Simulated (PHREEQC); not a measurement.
A column of 0.2 m (40 cells, dispersivity 0.016 m, 60 s a shift, diffusion coefficient 3e-10 m²/s) holds 0.052 eq of the database's cation exchanger X per kg of pore water, first in equilibrium with 0.025 mol MnCl2, 0.0028 mol KBr and 1e-05 mol HCl per kg of water. It is flushed with 59 mmol/kgw ZnCl2 and 0.01 mmol/kgw HCl, at 15 °C. Values are for the last cell. No CO2 enters from the air. Precipitation was switched off in this run.

Base run: PHREEQC, ion-association model, phreeqc.dat. Each further column changes one thing. The table gives Zn in solution (mol/kgw).

```json
[
 {"pore volumes": "0", "base": "0", "exchange capacity from 0.052 to 0.026 eq/kgw": "0", "dispersivity from 0.016 to 0.032 m": "0"},
 {"pore volumes": "0.3125", "base": "1.68e-11", "exchange capacity from 0.052 to 0.026 eq/kgw": "2.82e-8", "dispersivity from 0.016 to 0.032 m": "2.33e-7"},
 {"pore volumes": "0.7125", "base": "0.000196", "exchange capacity from 0.052 to 0.026 eq/kgw": "0.00245", "dispersivity from 0.016 to 0.032 m": "0.00223"},
 {"pore volumes": "1.012", "base": "0.00715", "exchange capacity from 0.052 to 0.026 eq/kgw": "0.0202", "dispersivity from 0.016 to 0.032 m": "0.0144"},
 {"pore volumes": "1.312", "base": "0.0267", "exchange capacity from 0.052 to 0.026 eq/kgw": "0.0395", "dispersivity from 0.016 to 0.032 m": "0.0300"},
 {"pore volumes": "1.712", "base": "0.0464", "exchange capacity from 0.052 to 0.026 eq/kgw": "0.0526", "dispersivity from 0.016 to 0.032 m": "0.0443"},
 {"pore volumes": "2.013", "base": "0.0533", "exchange capacity from 0.052 to 0.026 eq/kgw": "0.0564", "dispersivity from 0.016 to 0.032 m": "0.0504"},
 {"pore volumes": "2.312", "base": "0.0564", "exchange capacity from 0.052 to 0.026 eq/kgw": "0.0579", "dispersivity from 0.016 to 0.032 m": "0.0540"},
 {"pore volumes": "2.712", "base": "0.0581", "exchange capacity from 0.052 to 0.026 eq/kgw": "0.0587", "dispersivity from 0.016 to 0.032 m": "0.0566"},
 {"pore volumes": "3.013", "base": "0.0586", "exchange capacity from 0.052 to 0.026 eq/kgw": "0.0589", "dispersivity from 0.016 to 0.032 m": "0.0576"}
]
```
